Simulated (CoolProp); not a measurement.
A single-stage vapour-compression cycle with the fluid: evaporating at 295.15 K (dew point), condensing at 315.15 K (bubble point), superheat 8 K, subcooling 8 K, compressor efficiency 0.65, no pressure losses. The same conditions are run with several fluids, on thermodynamics alone (safety and materials aside).

Computed with CoolProp (reference Helmholtz-energy equation of state of each fluid (propane: Lemmon 2009; R115: Lemmon 2016; chlorine: Thol 2021; trans-2-butene: Lemmon 2005; R21: Platzer 1990; sulfur dioxide: Gao 2016)). The equations of Platzer and Polt are older, rougher fits.

| fluid | cooling COP | pressure ratio | discharge temperature (K) | refrigerating effect (kJ/kg) | volumetric capacity (kJ/m³) |
|---|---|---|---|---|---|
| propane | 8.91 | 1.63 | 330.4 | 324 | 5890 |
| R115 | 8.79 | 1.65 | 323.9 | 89.4 | 5520 |
| chlorine | 8.90 | 1.68 | 361.5 | 243 | 5370 |
| trans-2-butene | 9.36 | 1.82 | 330.3 | 370 | 1870 |
| R21 | 9.29 | 1.91 | 344.6 | 224 | 1580 |
| sulfur dioxide | 9.03 | 1.89 | 364.3 | 348 | 3330 |
